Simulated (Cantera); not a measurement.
What does this Cantera script print?

```python
import numpy as np
import cantera as ct

gas_names = """
    Fe H H2 H2S N NH NH2 NH3 N2 N2H2 N2H4 S SH SN S2 S8
""".split()
cond_names = """
    Fe(a) Fe(c) Fe(d) Fe(L) FeS(a) FeS(b) FeS(c) FeS(L) FeS2(s) S(cr1) S(cr2) S(L)
""".split()


def load(file, names, dense=False):
    # The tables refer to 1 bar. Condensed volumes are neglected.
    table = {s.name: s for s in ct.Species.list_from_file(file)}
    out = []
    for n in names:
        d = dict(table[n].input_data)
        d["thermo"] = dict(d["thermo"], **{"reference-pressure": 1e5})
        if dense:
            d["equation-of-state"] = {"model": "constant-volume", "density": "1e6 g/cm^3"}
        out.append(ct.Species.from_dict(d))
    return out


gas = ct.Solution(thermo="ideal-gas", species=load("nasa_gas.yaml", gas_names))
cond = {s.name: ct.Solution(thermo="fixed-stoichiometry", species=[s], name=s.name)
        for s in load("nasa_condensed.yaml", cond_names, dense=True)}
atoms = {
    'FeS': {'Fe': 1, 'S': 1},
    'H2': {'H': 2},
    'N2': {'N': 2},
}
top_T = {'FeS2(s)': 1010}  # K; cautious upper limits of use, not melting points


def equilibrate(T, P, feed):
    n = {}
    for name, mol in feed.items():
        for a, k in atoms[name].items():
            n[a] = n.get(a, 0.0) + k * mol
    gas.TPX = T, P, n
    mass = sum(n.values()) * gas.mean_molecular_weight
    gas.equilibrate("TP")
    valid = [c for c in cond.values() if c.min_temp <= T <= top_T.get(c.name, c.max_temp)]
    mix = ct.Mixture([(gas, mass / gas.mean_molecular_weight)] + [(c, 0.0) for c in valid])
    mix.T, mix.P = T, P
    mix.equilibrate("TP", solver="vcs", rtol=1e-11, max_steps=5000)
    return mix


results = []
feed = {'FeS': 1, 'H2': 560, 'N2': 13}  # mol
P = 13332.2  # Pa
for T in [1423, 1473, 1523, 1573, 1623, 1673, 1723]:
    mix = equilibrate(T, P, feed)
    results.append((T, P, feed, dict(zip(mix.species_names, mix.species_moles))))

top = {s: max(r[3][s] / sum(r[3][g] for g in gas_names) for r in results) for s in gas_names}
cols = sorted((s for s in top if top[s] > 0.001), key=lambda s: -top[s])[:5]
seen = [c for c in cond_names if any(r[3].get(c, 0) > 1e-12 for r in results)]
print("log10 of partial pressures in bar; condensed amounts in mol")
print(f"{'T/K':>10s}" + "".join(f"{s[:9]:>10s}" for s in cols + seen))
for T, P, feed, n in results:
    ng = sum(n[g] for g in gas_names)
    print(f"{T:10.4g}" + "".join(f"{np.log10(max(n[s] / ng * P / 1e5, 1e-99)):10.3f}" for s in cols)
          + "".join(f"{n.get(c, 0):10.4g}" for c in seen))
```

It prints:

```
log10 of partial pressures in bar; condensed amounts in mol
       T/K        H2        N2       H2S     Fe(c)     Fe(d)
      1423    -0.886    -2.519    -3.636    0.9999         0
      1473    -0.886    -2.519    -3.638    0.9996         0
      1523    -0.886    -2.519    -3.641     0.999         0
      1573    -0.886    -2.519    -3.645    0.9972         0
      1623    -0.886    -2.519    -3.650    0.9928         0
      1673    -0.886    -2.519    -3.658         0    0.9827
      1723    -0.886    -2.519    -3.668         0    0.9608
```

Cantera equilibrium calculation (NASA polynomials, part measured and part estimated; ideal gas, pure solids and liquids).
